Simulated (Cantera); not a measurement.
Moist CO burnout

An isothermal, constant-pressure homogeneous reactor starts with 1.01 % CO, 6.59 % O₂, 0.879 % H₂O, 91.5 % N₂, equivalence ratio 0.076, at 1200 K and 1.10 bar.

Computed with Cantera and GRI-Mech 3.0 (53 species, 325 reactions).

```csv
t (s),x CO,x O₂,x H₂O,x N₂O,x HO₂
1.00e-6,0.0101,0.0659,0.00879,<1e-12,<1e-12
4.96e-6,0.0101,0.0659,0.00879,<1e-12,1.30e-12
2.46e-5,0.0101,0.0659,0.00879,<1e-12,7.54e-12
0.000122,0.0101,0.0659,0.00879,<1e-12,1.80e-10
0.000605,0.0101,0.0659,0.00879,7.16e-12,1.97e-8
0.00300,0.00819,0.0649,0.00869,1.02e-7,9.16e-6
0.0149,0.00101,0.0616,0.00880,6.06e-7,3.15e-6
0.0738,4.34e-5,0.0612,0.00883,7.59e-7,2.62e-7
0.366,1.09e-6,0.0612,0.00883,7.18e-7,1.04e-8
1.81,8.19e-9,0.0612,0.00883,4.49e-7,1.83e-9
9.00,7.16e-10,0.0612,0.00883,4.91e-8,1.63e-9
```
x: mole fraction; the columns are a selection and need not sum to one.

Equilibrium at this temperature and pressure: CO 6.85e-10, O₂ 0.0611, H₂O 0.00883, N₂O 9.10e-9, HO₂ 1.62e-9 (gas phase only).
